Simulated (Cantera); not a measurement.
A Cantera script and what it prints.

```python
import numpy as np
import cantera as ct

gas_names = [...]  # 114 gases of nasa_gas.yaml made of C, Fe, H, O
cond_names = """
    C(gr) C6H6(L) C7H8(L) C8H18(L),n-octa Fe(a) Fe(c) Fe(d) Fe(L) FeC5O5(L) FeO(s) FeO(L) Fe(OH)2(s)
    Fe(OH)3(s) Fe2O3(s) Fe3O4(s) H2O(s) H2O(L)
""".split()


# ... load() reads the species with a 1 bar reference pressure and builds the phases ...
atoms = {
    'Fe(CO)5': {'Fe': 1, 'C': 5, 'O': 5},
    'CO': {'C': 1, 'O': 1},
    'H2': {'H': 2},
}
top_T = {'C(gr)': 4500, 'Fe2O3(s)': 1830, 'Fe3O4(s)': 1870}  # K; cautious upper limits of use, not melting points


# ... equilibrate(T, P, feed) seeds the gas with the atoms and calls Mixture.equilibrate('TP', solver="vcs", rtol=1e-11, max_steps=5000) ...
results = []
feed = {'Fe(CO)5': 1, 'CO': 0.81, 'H2': 1.3}  # mol
P = 250000  # Pa
for T in [998, 1048, 1098, 1148, 1198, 1248, 1298, 1348, 1398, 1448, 1498, 1548, 1598]:
    mix = equilibrate(T, P, feed)
    results.append((T, P, feed, dict(zip(mix.species_names, mix.species_moles))))
    x = sorted(zip(gas.X, gas.species_names), reverse=True)
    print(f"T = {T:g} K  P = {P:g} Pa  gas = {mix.phase_moles(0):.4g} mol")
    print("   x: " + "  ".join(f"{s} {v:.3e}" for v, s in x if v > 0.0001))
    print("   condensed (mol): " + ("  ".join(f"{mix.phase(i).name} {mix.phase_moles(i):.4g}"
          for i in range(1, mix.n_phases) if mix.phase_moles(i) > 1e-12) or "none"))
```

Result:

```
T = 998 K  P = 250000 Pa  gas = 4.447 mol
   x: CO 4.358e-01  CO2 2.807e-01  H2 1.901e-01  H2O 8.459e-02  CH4 8.817e-03
   condensed (mol): C(gr) 2.585  FeO(s) 1
T = 1048 K  P = 250000 Pa  gas = 4.945 mol
   x: CO 5.655e-01  H2 1.988e-01  CO2 1.774e-01  H2O 5.255e-02  CH4 5.770e-03
   condensed (mol): C(gr) 2.108  FeO(s) 1
T = 1098 K  P = 250000 Pa  gas = 6.247 mol
   x: CO 6.870e-01  H2 1.749e-01  CO2 1.077e-01  H2O 2.761e-02  CH4 2.795e-03
   condensed (mol): C(gr) 0.8279  Fe(a) 1
T = 1148 K  P = 250000 Pa  gas = 6.616 mol
   x: CO 7.484e-01  H2 1.769e-01  CO2 5.697e-02  H2O 1.591e-02  CH4 1.861e-03
   condensed (mol): C(gr) 0.4698  Fe(a) 1
T = 1198 K  P = 250000 Pa  gas = 6.835 mol
   x: CO 7.814e-01  H2 1.784e-01  CO2 2.968e-02  H2O 9.251e-03  CH4 1.276e-03
   condensed (mol): C(gr) 0.2573  Fe(c) 1
T = 1248 K  P = 250000 Pa  gas = 6.956 mol
   x: CO 7.983e-01  H2 1.796e-01  CO2 1.573e-02  H2O 5.511e-03  CH4 8.989e-04
   condensed (mol): C(gr) 0.1415  Fe(c) 1
T = 1298 K  P = 250000 Pa  gas = 7.021 mol
   x: CO 8.069e-01  H2 1.805e-01  CO2 8.621e-03  H2O 3.384e-03  CH4 6.487e-04
   condensed (mol): C(gr) 0.07973  Fe(c) 1
T = 1348 K  P = 250000 Pa  gas = 7.057 mol
   x: CO 8.114e-01  H2 1.811e-01  CO2 4.906e-03  H2O 2.143e-03  CH4 4.784e-04
   condensed (mol): C(gr) 0.04636  Fe(c) 1
T = 1398 K  P = 250000 Pa  gas = 7.077 mol
   x: CO 8.138e-01  H2 1.816e-01  CO2 2.899e-03  H2O 1.399e-03  CH4 3.600e-04
   condensed (mol): C(gr) 0.02786  Fe(c) 1
T = 1448 K  P = 250000 Pa  gas = 7.089 mol
   x: CO 8.151e-01  H2 1.819e-01  CO2 1.776e-03  H2O 9.392e-04  CH4 2.760e-04
   condensed (mol): C(gr) 0.01727  Fe(c) 1
T = 1498 K  P = 250000 Pa  gas = 7.096 mol
   x: CO 8.159e-01  H2 1.821e-01  CO2 1.124e-03  H2O 6.473e-04  CH4 2.152e-04
   condensed (mol): C(gr) 0.01102  Fe(c) 1
T = 1548 K  P = 250000 Pa  gas = 7.1 mol
   x: CO 8.163e-01  H2 1.823e-01  CO2 7.338e-04  H2O 4.569e-04  CH4 1.704e-04
   condensed (mol): C(gr) 0.007199  Fe(c) 1
T = 1598 K  P = 250000 Pa  gas = 7.103 mol
   x: CO 8.166e-01  H2 1.824e-01  CO2 4.924e-04  H2O 3.296e-04  CH4 1.369e-04
   condensed (mol): C(gr) 0.004791  Fe(c) 1
```

Equilibrium computed with Cantera from the NASA thermochemical tables; the gas is ideal and each condensed phase is pure. Iron dissolves carbon and melts from about 1420 K in contact with it, which pure phases cannot show. The tables' stoichiometric FeO is somewhat more stable than real wüstite, so its field is too wide. FeO: taken at fixed stoichiometry. Condensed phases not in the tables: cementite and carbon dissolved in iron.
